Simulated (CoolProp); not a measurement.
R245ca at several states: density (kg/m³) from the reference equation and from simpler models built on Tc = 447.6 K, pc = 3.941 MPa, ω = 0.355; each cubic takes its own stable root.

Model: reference Helmholtz-energy equation of state, Zhou 2016, in CoolProp.

```json
[
 {"T (K)": "435.5", "p (MPa)": "9.23", "phase": "liquid", "reference": "1019"},
 {"T (K)": "250.7", "p (MPa)": "10", "phase": "liquid", "reference": "1516"},
 {"T (K)": "275.3", "p (MPa)": "0.0822", "phase": "liquid", "reference": "1443"},
 {"T (K)": "449.9", "p (MPa)": "4.11", "phase": "supercritical", "reference": "561.9"},
 {"T (K)": "311.1", "p (MPa)": "0.0289", "phase": "gas", "reference": "1.512"}
]
```

Problem. How far does each simpler model (Redlich-Kwong, Soave-Redlich-Kwong, Peng-Robinson) lie from the reference over these 5 states: mean and median of the absolute difference, and the worst?

Solution. 
- Redlich-Kwong: mean 26.8 %, median 10.9 %, worst -99.7 % at 275.3 K and 0.0822 MPa
- Soave-Redlich-Kwong: mean 8.9 %, median 7.7 %, worst -17.7 % at 449.9 K and 4.11 MPa
- Peng-Robinson: mean 4.1 %, median 3.8 %, worst -11.7 % at 449.9 K and 4.11 MPa

At some of these states Redlich-Kwong gives the other phase, because its saturation line lies elsewhere.
